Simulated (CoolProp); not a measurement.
The fluid at 324.45 K and 3.4 MPa flows at 0.5 m/s in a round tube of 2 mm bore and 1.5 µm roughness, fully developed (64/Re and Nu = 3.66 if laminar; Colebrook and Gnielinski if turbulent). The same conditions are run with several fluids, on thermodynamics alone (safety and materials aside).

Computed with CoolProp (reference Helmholtz-energy equation of state of each fluid (R245fa: Akasaka 2015; n-nonane: Lemmon 2006; C3F8 (R218): Lemmon 2006; R236FA: Pan 2012; R134a: Tillner-Roth 1994)).

Rank R245fa, n-nonane, C3F8 (R218), R236FA, R134a by Reynolds number, highest first.

C3F8 (R218) (9710), R134a (7560), R236FA (5800), R245fa (4160), n-nonane (1390)

| fluid | Darcy friction factor | pressure drop (Pa/m) | heat-transfer coefficient (W/(m² K)) | mass flow (kg/h) |
|---|---|---|---|---|
| R245fa | 0.0402 | 3210 | 1240 | 7.22 |
| n-nonane | 0.0460 | 2000 | 222 | 3.94 |
| C3F8 (R218) | 0.0322 | 2420 | 1270 | 6.79 |
| R236FA | 0.0367 | 2950 | 1320 | 7.26 |
| R134a | 0.0343 | 2390 | 1630 | 6.32 |

Transport values come from each fluid's own correlations; those of R245fa, C3F8 (R218), R236FA, R134a are estimates that may be off by 10 % or more.
